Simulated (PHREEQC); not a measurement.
A solution holds 0.0012 mol/kgw HNO3 and 0.00043 mol/kgw MnSO4, at 25 °C. Closed to the air; pH follows from the charge balance.

Model: ion-association model, wateq4f.dat, run in PHREEQC.

This is a speciation only: nothing precipitates in the calculation.

### Question
Order these S species by the share of S that they hold, largest first: HSO4-, MnSO4, SO4-2.

### Answer
SO4-2 (88 %), HSO4- (8.0 %), MnSO4 (4.1 %)

The pH is 2.96 and the ionic strength 0.00278 mol/kgw. Complexes and solids missing from the database can't appear.
